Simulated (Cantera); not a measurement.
Input (Python, Cantera):

```python
import numpy as np
import cantera as ct

gas = ct.Solution("gri30.yaml")


def delay(T, t_max=10):
    gas.TPX = T, 210000, {'C3H8': 1, 'O2': 6.1, 'N2': 31.1, 'CO2': 2.3}
    reactor = ct.IdealGasReactor(gas, clone=False)
    net = ct.ReactorNet([reactor])
    net.rtol, net.atol = 1e-8, 1e-16
    while net.time < t_max:
        t_old, T_old = net.time, reactor.T
        net.step()
        if reactor.T > T + 400:  # ignition: a rise of 400 K
            return t_old + (T + 400 - T_old) / (reactor.T - T_old) * (net.time - t_old)
    return np.nan


taus = []
for T in [1200, 1300, 1400, 1500, 1600, 1700, 1800, 1900, 2000, 2100]:
    taus.append(delay(T))
    print(f"T0 = {T:6g} K   tau = {taus[-1]:.4e} s")
```

It prints:

```
T0 =   1200 K   tau = 5.1516e-03 s
T0 =   1300 K   tau = 8.0412e-04 s
T0 =   1400 K   tau = 1.7905e-04 s
T0 =   1500 K   tau = 5.6014e-05 s
T0 =   1600 K   tau = 2.3351e-05 s
T0 =   1700 K   tau = 1.2146e-05 s
T0 =   1800 K   tau = 7.4145e-06 s
T0 =   1900 K   tau = 5.0695e-06 s
T0 =   2000 K   tau = 3.7554e-06 s
T0 =   2100 K   tau = 2.9460e-06 s
```

Detailed kinetics in Cantera: GRI-Mech 3.0 (53 species, 325 reactions). GRI-Mech 3.0 was tuned for natural gas; its chemistry of propane as a main component is partial and can be far from experiment.
